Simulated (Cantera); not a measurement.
Cantera run:

```python
import numpy as np
import cantera as ct

gas_names = """
    Cu CuF CuF2 CuO Cu2 F FO FO2 F2 F2O N NF NF2 NF3 NO NO2 NO3 N2 N2O O O2 O3
""".split()
cond_names = """
    Cu(cr) Cu(L) CuF2(s) CuF2(L) CuO(s) Cu2O(s) Cu2O(L)
""".split()


def load(file, names, dense=False):
    # The tables refer to 1 bar. Condensed volumes are neglected.
    table = {s.name: s for s in ct.Species.list_from_file(file)}
    out = []
    for n in names:
        d = dict(table[n].input_data)
        d["thermo"] = dict(d["thermo"], **{"reference-pressure": 1e5})
        if dense:
            d["equation-of-state"] = {"model": "constant-volume", "density": "1e6 g/cm^3"}
        out.append(ct.Species.from_dict(d))
    return out


gas = ct.Solution(thermo="ideal-gas", species=load("nasa_gas.yaml", gas_names))
cond = {s.name: ct.Solution(thermo="fixed-stoichiometry", species=[s], name=s.name)
        for s in load("nasa_condensed.yaml", cond_names, dense=True)}
atoms = {
    'CuF2': {'Cu': 1, 'F': 2},
    'O2': {'O': 2},
    'N2': {'N': 2},
}
top_T = {'CuO(s)': 1390}  # K; cautious upper limits of use, not melting points


def equilibrate(T, P, feed):
    n = {}
    for name, mol in feed.items():
        for a, k in atoms[name].items():
            n[a] = n.get(a, 0.0) + k * mol
    gas.TPX = T, P, n
    mass = sum(n.values()) * gas.mean_molecular_weight
    gas.equilibrate("TP")
    valid = [c for c in cond.values() if c.min_temp <= T <= top_T.get(c.name, c.max_temp)]
    mix = ct.Mixture([(gas, mass / gas.mean_molecular_weight)] + [(c, 0.0) for c in valid])
    mix.T, mix.P = T, P
    mix.equilibrate("TP", solver="vcs", rtol=1e-11, max_steps=5000)
    return mix


results = []
feed = {'CuF2': 1, 'O2': 3.2, 'N2': 180}  # mol
P = 2.3  # Pa
for T in [748, 798, 848, 898, 948, 998, 1048, 1098, 1148, 1198, 1248]:
    mix = equilibrate(T, P, feed)
    results.append((T, P, feed, dict(zip(mix.species_names, mix.species_moles))))
    x = sorted(zip(gas.X, gas.species_names), reverse=True)
    print(f"T = {T:g} K  P = {P:g} Pa  gas = {mix.phase_moles(0):.4g} mol")
    print("   x: " + "  ".join(f"{s} {v:.3e}" for v, s in x if v > 0.0001))
    print("   condensed (mol): " + ("  ".join(f"{mix.phase(i).name} {mix.phase_moles(i):.4g}"
          for i in range(1, mix.n_phases) if mix.phase_moles(i) > 1e-12) or "none"))
```

It prints:

```
T = 748 K  P = 2.3 Pa  gas = 183.2 mol
   x: N2 9.825e-01  O2 1.747e-02
   condensed (mol): CuF2(s) 0.9972
T = 798 K  P = 2.3 Pa  gas = 183.2 mol
   x: N2 9.823e-01  O2 1.746e-02  CuF2 2.128e-04
   condensed (mol): CuF2(s) 0.961
T = 848 K  P = 2.3 Pa  gas = 183.6 mol
   x: N2 9.805e-01  O2 1.743e-02  CuF2 2.118e-03
   condensed (mol): CuF2(s) 0.6111
T = 898 K  P = 2.3 Pa  gas = 184.2 mol
   x: N2 9.772e-01  O2 1.737e-02  CuF2 5.425e-03
   condensed (mol): none
T = 948 K  P = 2.3 Pa  gas = 184.2 mol
   x: N2 9.772e-01  O2 1.737e-02  CuF2 5.415e-03
   condensed (mol): none
T = 998 K  P = 2.3 Pa  gas = 184.2 mol
   x: N2 9.772e-01  O2 1.737e-02  CuF2 5.388e-03
   condensed (mol): none
T = 1048 K  P = 2.3 Pa  gas = 184.2 mol
   x: N2 9.771e-01  O2 1.736e-02  CuF2 5.323e-03  CuF 1.055e-04  F 1.055e-04
   condensed (mol): none
T = 1098 K  P = 2.3 Pa  gas = 184.2 mol
   x: N2 9.769e-01  O2 1.735e-02  CuF2 5.177e-03  F 2.506e-04  CuF 2.506e-04
   condensed (mol): none
T = 1148 K  P = 2.3 Pa  gas = 184.3 mol
   x: N2 9.766e-01  O2 1.734e-02  CuF2 4.883e-03  F 5.432e-04  CuF 5.432e-04
   condensed (mol): none
T = 1198 K  P = 2.3 Pa  gas = 184.4 mol
   x: N2 9.761e-01  O2 1.732e-02  CuF2 4.352e-03  F 1.071e-03  CuF 1.071e-03
   condensed (mol): none
T = 1248 K  P = 2.3 Pa  gas = 184.6 mol
   x: N2 9.753e-01  O2 1.729e-02  CuF2 3.522e-03  F 1.897e-03  CuF 1.897e-03
   condensed (mol): none
```

Equilibrium computed with Cantera from the NASA thermochemical tables; the gas is ideal and each condensed phase is pure.
